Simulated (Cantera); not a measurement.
Feed: 1 mol SiO2, 0.38 mol CH4, 0.26 mol CO, equilibrated at 10.0 Torr.

These are equilibrium values from Cantera (NASA tables, ideal gas, pure condensed phases), not measurements of a reactor. Candidate condensed phases: C, C6H6, C7H8, C8H18, H2O, Si, SiC, SiO2; 123 gas species. Mutual solubility and eutectic melting of coexisting phases are not modelled. The tables hold silica as quartz up to 1696 K and as liquid above; real silica turns to tridymite and cristobalite and melts near 1996 K. Rates play no part.

x: gas mole fraction; n: condensed amount in mol.

| T (°C) | x H2 | x CO | x SiO | x H2O | x CO2 | x CH4 | x H | n C(graphite) | n SiO2(β-quartz) | n SiC(s) | n SiO2(condensed) |
|---|---|---|---|---|---|---|---|---|---|---|---|
| 600 | 0.745 | 0.234 | <1e-12 | 0.00988 | 0.00828 | 0.00332 | 3.50e-10 | 0.395 | 1.00 | 0 | 0 |
| 675 | 0.744 | 0.251 | <1e-12 | 0.00241 | 0.00147 | 0.00127 | 3.92e-9 | 0.383 | 1.00 | 0 | 0 |
| 750 | 0.744 | 0.254 | <1e-12 | 0.000690 | 0.000308 | 0.000554 | 3.09e-8 | 0.380 | 1.00 | 0 | 0 |
| 825 | 0.745 | 0.255 | … | … | … | … | … | 0.380 | 1.00 | 0 | 0 |
| 900 | 0.745 | 0.255 | 5.47e-9 | 8.98e-5 | 2.42e-5 | 0.000144 | 8.81e-7 | 0.380 | 1.00 | 0 | 0 |
| 975 | 0.745 | 0.255 | 3.68e-7 | 3.89e-5 | 8.55e-6 | 8.25e-5 | 3.49e-6 | 0.380 | 1.00 | 0 | 0 |
| 1050 | 0.745 | 0.255 | … | … | … | … | … | 0.380 | 1.000 | 0 | 0 |
| 1125 | 0.706 | 0.294 | 0.000364 | 1.05e-5 | 2.01e-6 | 2.90e-5 | 3.44e-5 | 0.296 | 0.972 | 0.0278 | 0 |
| 1200 | 0.595 | 0.403 | 0.00266 | 1.30e-5 | 3.55e-6 | 7.12e-6 | 8.45e-5 | 0 | 0.871 | 0.126 | 0 |
| 1275 | 0.583 | 0.400 | 0.0175 | 1.64e-5 | 4.03e-6 | 2.16e-6 | 0.000204 | 0 | 0.858 | 0.119 | 0 |
| 1350 | 0.518 | 0.383 | 0.0980 | 1.81e-5 | 4.30e-6 | 5.90e-7 | 0.000431 | 0 | 0.778 | 0.0788 | 0 |
| 1425 | 0.426 | 0.359 | 0.213 | 3.96e-5 | 9.79e-6 | 6.73e-8 | 0.000818 | 0 | 0 | 0 | 0.620 |

Question: Some entries are withheld; supply them.

Answer: 
- 1050, x SiO: 1.52e-5
- 1050, x H2O: 1.86e-5
- 1050, x CO2: 3.42e-6
- 1050, x CH4: 5.03e-5
- 1050, x H: 1.19e-5
- 825, x SiO: 4.52e-11
- 825, x H2O: 0.000232
- 825, x CO2: 7.89e-5
- 825, x CH4: 0.000270
- 825, x H: 1.85e-7
